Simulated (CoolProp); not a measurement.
R1224YDZ along the isobar 10400 kPa: Z from the reference equation and from simpler models built on Tc = 428.7 K, pc = 3334 kPa, ω = 0.325; each cubic takes its own stable root.

Values from CoolProp's reference Helmholtz-energy equation of state, Akasaka 2023.

```json
[
 {"T (K)": "360", "phase": "liquid", "reference": "0.4184"},
 {"T (K)": "370.3", "phase": "liquid", "reference": "0.4168"},
 {"T (K)": "380.6", "phase": "liquid", "reference": "0.4161"},
 {"T (K)": "390.9", "phase": "liquid", "reference": "0.4165"},
 {"T (K)": "401.2", "phase": "liquid", "reference": "0.4180"},
 {"T (K)": "411.5", "phase": "liquid", "reference": "0.4208"},
 {"T (K)": "421.7", "phase": "liquid", "reference": "0.4249"},
 {"T (K)": "432", "phase": "supercritical", "reference": "0.4306"},
 {"T (K)": "442.3", "phase": "supercritical", "reference": "0.4381"},
 {"T (K)": "452.6", "phase": "supercritical", "reference": "0.4476"},
 {"T (K)": "462.9", "phase": "supercritical", "reference": "0.4594"},
 {"T (K)": "473.1", "phase": "supercritical", "reference": "0.4738"}
]
```

### Question
How far does each simpler model (van der Waals, Redlich-Kwong, Peng-Robinson) lie from the reference over these 12 states: mean and median of the absolute difference, and the worst?

### Answer
- van der Waals: mean 43.9 %, median 45.3 %, worst +54.9 % at 360 K and 10400 kPa
- Redlich-Kwong: mean 13.3 %, median 13.9 %, worst +14.3 % at 370.3 K and 10400 kPa
- Peng-Robinson: mean 2.5 %, median 1.5 %, worst +6.9 % at 473.1 K and 10400 kPa
